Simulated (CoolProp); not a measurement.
Properties of R1132(E) along the isobar 6.5 MPa.

Model: reference Helmholtz-energy equation of state, Akasaka 2024, in CoolProp.

| T (K) | phase | cp (kJ/(kg K)) | Joule-Thomson coefficient (K/MPa) |
|---|---|---|---|
| 326.2 | liquid | 2.074 | 0.5333 |
| 335.4 | liquid | 2.278 | 0.8833 |
| 344.6 | liquid | 2.684 | 1.531 |
| 353.9 | supercritical | 4.173 | 3.295 |
| 363.1 | supercritical | 6.620 | 8.482 |
| 372.3 | supercritical | 3.125 | 9.395 |
| 381.5 | supercritical | 2.283 | 8.802 |
| 390.8 | supercritical | 1.940 | 8.111 |
| 400 | supercritical | 1.759 | 7.480 |

The peak of cp marks the crossing from liquid-like to gas-like fluid above the critical point.
